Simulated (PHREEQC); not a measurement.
## Acid mine or pickling water (model solution)

Synthetic water in mmol/kgw, 25 °C, pH 3.83, pe 12.8: Na 3.31; K 4.35; Ca 0.707; Mg 0.178; Cl 0.699; S(6) 4.55; Mn(2) 0.187; Fe(3) 0.0256; Ni 0.0314; Br 0.0219; Cu(2) 0.00219; Zn 0.156.

Cl is adjusted to close the charge balance.
Valence states are taken as typed.

Equilibrium calculation in PHREEQC: ion-association model, wateq4f.dat.

- ionic strength: 0.0147 mol/kgw
- total alkalinity: -0.222 meq/kg

```
species  molality  activity   log γ
-------  --------  --------  ------
K+        0.00427   0.00378  -0.054
SO4-2     0.00408   0.00253  -0.207
Na+       0.00327   0.00290  -0.052
Cl-       0.00131   0.00115  -0.054
Ca+2     0.000538  0.000336  -0.204
CaSO4    0.000169  0.000170   0.001
H+       0.000164  0.000148  -0.045
Mn+2     0.000145   9.18e-5  -0.200
Mg+2     0.000130   8.18e-5  -0.200
Zn+2     0.000112   7.10e-5  -0.200
KSO4-     7.55e-5   6.72e-5  -0.051
MgSO4     4.84e-5   4.86e-5   0.001
ZnSO4     4.20e-5   4.21e-5   0.001
NaSO4-    4.14e-5   3.68e-5  -0.051
MnSO4     4.12e-5   4.13e-5   0.001
HSO4-     4.11e-5   3.64e-5  -0.052
```

This is a speciation only: nothing precipitates in the calculation. The solution is supersaturated, for example in Jarosite-K, Hematite (slow to form), so a real one may precipitate; this is no full list.
